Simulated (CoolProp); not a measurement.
Nitrous oxide at 298.15 K and 0.391 MPa is compressed adiabatically to 1.52 MPa with isentropic efficiency 0.7. Each further row changes one setting.

Computed with CoolProp (reference Helmholtz-energy equation of state, Lemmon 2006). It is a short technical equation, of lower accuracy than the large ones.

```csv
case,work (kJ/kg),final temperature (K),final density (kg/m³)
as stated,?,433.1,?
efficiency 1,?,?,?
efficiency 0.65,133,?,?
```

Question: Fill in the missing entries.

Answer: 
- as stated, work (kJ/kg): 123
- as stated, final density (kg/m³): 19.0
- efficiency 1, work (kJ/kg): 86.3
- efficiency 1, final temperature (K): 396.8
- efficiency 1, final density (kg/m³): 21.0
- efficiency 0.65, final temperature (K): 442.3
- efficiency 0.65, final density (kg/m³): 18.6
